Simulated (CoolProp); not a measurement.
Aqueous ethylene glycol as a coolant, 54 % by mass, freezing at -41.7 °C, 1 atm.

The numbers come from the Melinder's fits for secondary coolants in CoolProp.

| T (°C) | conductivity (W/(m K)) | cp (kJ/(kg K)) | viscosity (mPa s) | Prandtl number |
|---|---|---|---|---|
| -3.5 | 0.363 | 3.088 | 10.6 | 90.3 |
| 0.4 | 0.365 | 3.112 | 8.84 | 75.4 |
| 4.3 | 0.367 | 3.136 | 7.45 | 63.7 |
| 8.1 | 0.369 | 3.159 | 6.37 | 54.5 |
| 12 | 0.371 | 3.182 | 5.47 | 46.9 |
| 15.9 | 0.373 | 3.205 | 4.74 | 40.7 |
| 19.8 | 0.376 | 3.227 | 4.15 | 35.6 |
| 23.6 | 0.378 | 3.248 | 3.67 | 31.6 |
| 27.5 | 0.380 | 3.270 | 3.26 | 28.1 |
| 31.4 | 0.382 | 3.291 | 2.92 | 25.1 |
| 35.3 | 0.384 | 3.312 | 2.63 | 22.6 |
